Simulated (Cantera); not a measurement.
What does this Cantera script print?

```python
import numpy as np
import cantera as ct

gas_names = """
    CL CLO CL2 Cs CsCL CsO CsOH Cs2 Cs2CL2 Cs2O Cs2O2H2 H HCL HOCL HO2 H2 H2O H2O2 O OH O2 O3
""".split()
cond_names = """
    Cs(cr) Cs(L) CsCL(a) CsCL(b) CsCL(L) CsOH(a) CsOH(b) CsOH(c) CsOH(L) H2O(s) H2O(L)
""".split()


def load(file, names, dense=False):
    # The tables refer to 1 bar. Condensed volumes are neglected.
    table = {s.name: s for s in ct.Species.list_from_file(file)}
    out = []
    for n in names:
        d = dict(table[n].input_data)
        d["thermo"] = dict(d["thermo"], **{"reference-pressure": 1e5})
        if dense:
            d["equation-of-state"] = {"model": "constant-volume", "density": "1e6 g/cm^3"}
        out.append(ct.Species.from_dict(d))
    return out


gas = ct.Solution(thermo="ideal-gas", species=load("nasa_gas.yaml", gas_names))
cond = {s.name: ct.Solution(thermo="fixed-stoichiometry", species=[s], name=s.name)
        for s in load("nasa_condensed.yaml", cond_names, dense=True)}
atoms = {
    'CsCl': {'Cs': 1, 'CL': 1},
    'H2': {'H': 2},
    'H2O': {'H': 2, 'O': 1},
}
top_T = {}  # K; cautious upper limits of use, not melting points


def equilibrate(T, P, feed):
    n = {}
    for name, mol in feed.items():
        for a, k in atoms[name].items():
            n[a] = n.get(a, 0.0) + k * mol
    gas.TPX = T, P, n
    mass = sum(n.values()) * gas.mean_molecular_weight
    gas.equilibrate("TP")
    valid = [c for c in cond.values() if c.min_temp <= T <= top_T.get(c.name, c.max_temp)]
    mix = ct.Mixture([(gas, mass / gas.mean_molecular_weight)] + [(c, 0.0) for c in valid])
    mix.T, mix.P = T, P
    mix.equilibrate("TP", solver="vcs", rtol=1e-11, max_steps=5000)
    return mix


results = []
feed = {'CsCl': 1, 'H2': 0.16, 'H2O': 5.8}  # mol
T = 1675  # K
P = 100000  # Pa
mix = equilibrate(T, P, feed)
results.append((T, P, feed, dict(zip(mix.species_names, mix.species_moles))))
print(gas.report(threshold=0.0001))
for i in range(1, mix.n_phases):
    print(f"{mix.phase(i).name:16s} {mix.phase_moles(i):12.5e} mol")
```

Output:

```
       temperature   1675 K
          pressure   1e+05 Pa
           density   0.28264 kg/m^3
  mean mol. weight   39.362 kg/kmol
   phase of matter   gas

                          1 kg             1 kmol
                     ---------------   ---------------
          enthalpy        -4.592e+06       -1.8075e+08  J
   internal energy       -4.9458e+06       -1.9468e+08  J
           entropy            6832.2        2.6893e+05  J/K
    Gibbs function       -1.6036e+07       -6.3121e+08  J
 heat capacity c_p            1202.8             47347  J/K
 heat capacity c_v            991.61             39032  J/K

                      mass frac. Y      mole frac. X     chem. pot. / RT
                     ---------------   ---------------   ---------------
              CsCL           0.57355            0.1341           -54.144
              CsOH           0.01518         0.0039858           -60.533
            Cs2CL2          0.025463         0.0029767           -108.29
               HCL         0.0037446         0.0040429            -37.88
                H2         0.0011797          0.023034           -22.701
               H2O           0.38067           0.83175           -44.269
     [  +16 minor]        0.00021705        0.00011061

Cs(L)             0.00000e+00 mol
CsCL(L)           0.00000e+00 mol
CsOH(L)           0.00000e+00 mol
```

Cantera equilibrium calculation (NASA polynomials, part measured and part estimated; ideal gas, pure solids and liquids).
